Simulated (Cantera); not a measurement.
A closed system holds: 1 mol MgSO₄, 1.3 mol H₂, 1.1 mol CO₂, at 798.15 K and 1.00 bar.

Equilibrium computed with Cantera from the NASA thermochemical tables; the gas is ideal and each condensed phase is pure. Candidate condensed phases: C, C₆H₆, C₇H₈, C₈H₁₈, H₂O, H₂SO₄, Mg, MgCO₃, MgO, Mg(OH)₂, MgS, MgSO₄, S; 130 gas species. Gases not in the tables: S₃ to S₇. Kinetics and transport are ignored.

Base state: H₂O 0.394, CO₂ 0.361, SO₂ 0.194, H₂S 0.0328, S₂ 0.0157, S₂O 0.00128, COS 0.000231, H₂ 0.000127 (mole fractions); condensed: MgO(s) + MgSO₄(s).

**Question.** What changes in the equilibrium state with this change: H₂ from 1.3 to 0.035 mol?

**Answer.** 
| species | before | after |
|---|---|---|
| CO₂ | 0.361 | 0.940 |
| H₂O | 0.394 | 0.0299 |
| SO₂ | 0.194 | 0.0299 |
| S₂ | 0.0157 | 2.08e-7 |
| H₂S | 0.0328 | 1.40e-6 |
| S₈ | 1.48e-5 | <1e-9 |
| S₂O | 0.00128 | 1.11e-7 |
| MgO(s), mol | 0.795 | 0.0350 |
| MgSO₄(s), mol | 0.205 | 0.965 |
